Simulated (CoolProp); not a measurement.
Vapour-liquid equilibrium of dimethyl ether (1) + n-butane (2) at 9.44 bar; x and y are mole fractions of (1).

Computed with CoolProp (multi-fluid Helmholtz-energy mixture model, Wu 2011 and Bücker 2006; pair parameters Bell 2016).

```tsv
x	bubble temperature (K)	y at the bubble point	dew temperature at overall composition x (K)	liquid density (mol/L)
0.05	346.0	0.113	348.2	8.905
0.2	336.5	0.368	342.8	9.530
0.35	329.8	0.540	337.2	10.16
0.5	324.9	0.666	331.3	10.83
0.65	321.2	0.769	325.5	11.57
0.8	318.3	0.864	320.2	12.41
0.95	316.1	0.963	316.3	13.37
```

No azeotrope shows between x = 0.05 and 0.95.

Pair parameters are fitted to limited data, so mixtures are less certain than the pure fluids.
